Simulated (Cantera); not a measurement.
Thermodynamics of silicon epitaxy and polysilicon growth, feed Si2H6 + N2

Feed: 1 mol Si2H6, 4.5 mol N2, held at 1275 K and 44.0 mbar.

Equilibrium computed with Cantera from the NASA thermochemical tables; the gas is ideal and each condensed phase is pure. Candidate condensed phases: Si, Si3N4; 18 gas species. The feed counts by its element totals alone. N2 is the only nitrogen source here; it is nearly inert below about 1500 K, so the nitride shown seldom forms there in practice. The numbers say what is thermodynamically allowed, not how fast it happens.

- x(N2) = 0.514
- x(H2) = 0.486
- x(H) = 2.45e-6
- x(NH3) = 1.47e-6
- n(Si3N4(s)) = 0.667 mol
- gas amount = 6.167 mol
- log10 activity of Si(s) (absent) = -3.30
